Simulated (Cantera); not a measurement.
**Reactions in the system N-O-Zr**

Source: NASA polynomial tables (part measured, part estimated), evaluated in Cantera. Values are per mole of reaction as written; species without (g) are pure solids or liquids, kept so even where they would boil at 1 bar.

ZrO2(g) + 2 N2O(g) → 4 NO(g) + Zr

```json
[
 {"T (K)": "1750", "ΔH° (kJ)": "493.5", "ΔS° (J/K)": "177.9", "ΔG° (kJ)": "182.2", "log10 K": "-5.44", "condensed phases": "Zr(β)"},
 {"T (K)": "1800", "ΔH° (kJ)": "493.4", "ΔS° (J/K)": "177.8", "ΔG° (kJ)": "173.3", "log10 K": "-5.03", "condensed phases": "Zr(β)"},
 {"T (K)": "1850", "ΔH° (kJ)": "493.4", "ΔS° (J/K)": "177.8", "ΔG° (kJ)": "164.4", "log10 K": "-4.64", "condensed phases": "Zr(β)"},
 {"T (K)": "1900", "ΔH° (kJ)": "493.4", "ΔS° (J/K)": "177.8", "ΔG° (kJ)": "155.6", "log10 K": "-4.28", "condensed phases": "Zr(β)"},
 {"T (K)": "1950", "ΔH° (kJ)": "493.4", "ΔS° (J/K)": "177.8", "ΔG° (kJ)": "146.7", "log10 K": "-3.93", "condensed phases": "Zr(β)"},
 {"T (K)": "2000", "ΔH° (kJ)": "493.5", "ΔS° (J/K)": "177.8", "ΔG° (kJ)": "137.8", "log10 K": "-3.60", "condensed phases": "Zr(β)"},
 {"T (K)": "2050", "ΔH° (kJ)": "493.5", "ΔS° (J/K)": "177.9", "ΔG° (kJ)": "128.9", "log10 K": "-3.28", "condensed phases": "Zr(β)"},
 {"T (K)": "2100", "ΔH° (kJ)": "493.6", "ΔS° (J/K)": "177.9", "ΔG° (kJ)": "120.0", "log10 K": "-2.98", "condensed phases": "Zr(β)"},
 {"T (K)": "2150", "ΔH° (kJ)": "514.8", "ΔS° (J/K)": "187.9", "ΔG° (kJ)": "110.8", "log10 K": "-2.69", "condensed phases": "Zr(l)"}
]
```
